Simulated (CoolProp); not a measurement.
Values from CoolProp's reference Helmholtz-energy equation of state, Platzer 1990. This equation is an older, rougher fit.

### Question
For R13, give the phase and the cp (kJ/(kg K)), Prandtl number at 450 K and 0.181 MPa; 450 K and 1.44 MPa.

### Answer
- 450 K and 0.181 MPa: gas; cp 0.785, Prandtl number 0.713
- 450 K and 1.44 MPa: gas; cp 0.803, Prandtl number 0.705

Viscosity comes from a separate model (Huber 2003), an estimate that may be off by 10 % or more. Thermal conductivity comes from a separate model (Huber 2003), an estimate that may be off by 10 % or more.
